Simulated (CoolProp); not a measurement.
R245ca along the isobar 10 MPa: Z from the reference equation and from simpler models built on Tc = 174.4 °C, pc = 3.941 MPa, ω = 0.355; each cubic takes its own stable root.

Computed with CoolProp (reference Helmholtz-energy equation of state, Zhou 2016).

```json
[
 {"T (°C)": "68.85", "phase": "liquid", "reference": "0.3608", "van der Waals": "0.5621", "Redlich-Kwong": "0.4039", "Soave-Redlich-Kwong": "0.3873", "Peng-Robinson": "0.3436"},
 {"T (°C)": "77.25", "phase": "liquid", "reference": "0.3579", "van der Waals": "0.5551", "Redlich-Kwong": "0.4011", "Soave-Redlich-Kwong": "0.3847", "Peng-Robinson": "0.3413"},
 {"T (°C)": "85.55", "phase": "liquid", "reference": "0.3556", "van der Waals": "0.5489", "Redlich-Kwong": "0.3990", "Soave-Redlich-Kwong": "0.3828", "Peng-Robinson": "0.3396"},
 {"T (°C)": "93.85", "phase": "liquid", "reference": "0.3536", "van der Waals": "0.5432", "Redlich-Kwong": "0.3974", "Soave-Redlich-Kwong": "0.3815", "Peng-Robinson": "0.3385"},
 {"T (°C)": "102.15", "phase": "liquid", "reference": "0.3522", "van der Waals": "0.5380", "Redlich-Kwong": "0.3963", "Soave-Redlich-Kwong": "0.3809", "Peng-Robinson": "0.3381"},
 {"T (°C)": "110.45", "phase": "liquid", "reference": "0.3512", "van der Waals": "0.5335", "Redlich-Kwong": "0.3959", "Soave-Redlich-Kwong": "0.3811", "Peng-Robinson": "0.3384"},
 {"T (°C)": "118.75", "phase": "liquid", "reference": "0.3508", "van der Waals": "0.5295", "Redlich-Kwong": "0.3960", "Soave-Redlich-Kwong": "0.3820", "Peng-Robinson": "0.3394"},
 {"T (°C)": "127.05", "phase": "liquid", "reference": "0.3510", "van der Waals": "0.5260", "Redlich-Kwong": "0.3968", "Soave-Redlich-Kwong": "0.3838", "Peng-Robinson": "0.3412"},
 {"T (°C)": "135.35", "phase": "liquid", "reference": "0.3517", "van der Waals": "0.5231", "Redlich-Kwong": "0.3982", "Soave-Redlich-Kwong": "0.3865", "Peng-Robinson": "0.3440"},
 {"T (°C)": "143.65", "phase": "liquid", "reference": "0.3532", "van der Waals": "0.5207", "Redlich-Kwong": "0.4004", "Soave-Redlich-Kwong": "0.3902", "Peng-Robinson": "0.3478"},
 {"T (°C)": "151.95", "phase": "liquid", "reference": "0.3555", "van der Waals": "0.5189", "Redlich-Kwong": "0.4033", "Soave-Redlich-Kwong": "0.3951", "Peng-Robinson": "0.3527"},
 {"T (°C)": "160.25", "phase": "liquid", "reference": "0.3588", "van der Waals": "0.5177", "Redlich-Kwong": "0.4071", "Soave-Redlich-Kwong": "0.4014", "Peng-Robinson": "0.3590"},
 {"T (°C)": "168.55", "phase": "liquid", "reference": "0.3632", "van der Waals": "0.5170", "Redlich-Kwong": "0.4118", "Soave-Redlich-Kwong": "0.4092", "Peng-Robinson": "0.3669"},
 {"T (°C)": "176.85", "phase": "supercritical", "reference": "0.3689", "van der Waals": "0.5170", "Redlich-Kwong": "0.4175", "Soave-Redlich-Kwong": "0.4187", "Peng-Robinson": "0.3766"}
]
```
